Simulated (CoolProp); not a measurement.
Properties of carbon dioxide along the isobar 0.171 MPa (Tc = 31.0 °C, pc = 7.377 MPa, ω = 0.224).

Model: reference Helmholtz-energy equation of state, Span 1996, in CoolProp.

```tsv
T (°C)	phase	density (kg/m³)	isothermal compressibility (1/MPa)	fugacity coefficient
-46.05	gas	4.072	5.977	0.9792
-36.45	gas	3.896	5.960	0.9819
-26.75	gas	3.734	5.945	0.9841
-17.15	gas	3.586	5.933	0.9860
-7.45	gas	3.450	5.923	0.9876
2.15	gas	3.325	5.914	0.9890
11.75	gas	3.209	5.907	0.9902
21.45	gas	3.100	5.901	0.9912
31.05	gas	2.999	5.895	0.9921
40.75	gas	2.904	5.890	0.9929
50.35	gas	2.816	5.886	0.9935
59.95	gas	2.733	5.883	0.9941
69.65	gas	2.655	5.879	0.9947
79.25	gas	2.581	5.877	0.9952
88.95	gas	2.511	5.874	0.9956
98.55	gas	2.445	5.872	0.9960
```
